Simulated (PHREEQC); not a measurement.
Consider water at 25 °C with 0.025 mol/kgw KH2PO4, 0.00051 mol/kgw H2SO4 and 0.00012 mol/kgw ZnSO4. Closed to the air; pH follows from the charge balance.

Computed with PHREEQC (ion-association model, wateq4f.dat).

This is a speciation only: nothing precipitates in the calculation.

Problem. Estimate the pH, ionic strength.

Solution. pH 3.61; ionic strength 0.0261 mol/kgw.

Problem. In which forms is S present?

Solution. SO4-2 89 %, KSO4- 8.5 %, HSO4- 1.3 %, ZnSO4 0.7 % of the S.

Species that the database lacks are ignored. H3PO4, which wateq4f.dat lacks, is added to it with the constant of phreeqc.dat. The database has no phosphate complexes of Zn.
